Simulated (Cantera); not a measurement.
What does this Cantera script print?

```python
import numpy as np
import cantera as ct

gas_names = [...]  # 95 gases of nasa_gas.yaml made of C, F, H
cond_names = """
    C(gr) C6H6(L) C7H8(L) C8H18(L),n-octa
""".split()


# ... load() reads the species with a 1 bar reference pressure and builds the phases ...
atoms = {
    'CH3F': {'C': 1, 'H': 3, 'F': 1},
    'F2': {'F': 2},
}
top_T = {'C(gr)': 4500}  # K; cautious upper limits of use, not melting points


# ... equilibrate(T, P, feed) seeds the gas with the atoms and calls Mixture.equilibrate('TP', solver="vcs", rtol=1e-11, max_steps=5000) ...
results = []
feed = {'CH3F': 1, 'F2': 1.6}  # mol
P = 1333.22  # Pa
for T in [1398, 1498, 1598, 1698, 1798, 1898, 1998, 2098, 2198, 2298]:
    mix = equilibrate(T, P, feed)
    results.append((T, P, feed, dict(zip(mix.species_names, mix.species_moles))))

top = {s: max(r[3][s] / sum(r[3][g] for g in gas_names) for r in results) for s in gas_names}
cols = sorted((s for s in top if top[s] > 0.001), key=lambda s: -top[s])[:5]
seen = [c for c in cond_names if any(r[3].get(c, 0) > 1e-12 for r in results)]
print("log10 of partial pressures in bar; condensed amounts in mol")
print(f"{'T/K':>10s}" + "".join(f"{s[:9]:>10s}" for s in cols + seen))
for T, P, feed, n in results:
    ng = sum(n[g] for g in gas_names)
    print(f"{T:10.4g}" + "".join(f"{np.log10(max(n[s] / ng * P / 1e5, 1e-99)):10.3f}" for s in cols)
          + "".join(f"{n.get(c, 0):10.4g}" for c in seen))
```

Output:

```
log10 of partial pressures in bar; condensed amounts in mol
       T/K        HF         F       CF4       CF2       CF3     C(gr)
      1398    -1.916    -7.238    -2.917    -6.538    -7.268       0.7
      1498    -1.917    -6.449    -2.917    -5.841    -6.702    0.6998
      1598    -1.917    -5.758    -2.918    -5.232    -6.208    0.6993
      1698    -1.917    -5.150    -2.922    -4.699    -5.776    0.6979
      1798    -1.918    -4.610    -2.932    -4.229    -5.397    0.6939
      1898    -1.921    -4.132    -2.959    -3.819    -5.072    0.6851
      1998    -1.927    -3.711    -3.021    -3.470    -4.809    0.6683
      2098    -1.939    -3.349    -3.154    -3.194    -4.629    0.6437
      2198    -1.956    -3.055    -3.418    -3.016    -4.573    0.6251
      2298    -1.974    -2.841    -3.874    -2.961    -4.683    0.6407
```

Cantera equilibrium calculation (NASA polynomials, part measured and part estimated; ideal gas, pure solids and liquids). Gases not in the tables: C2F6 and larger saturated fluorocarbons.
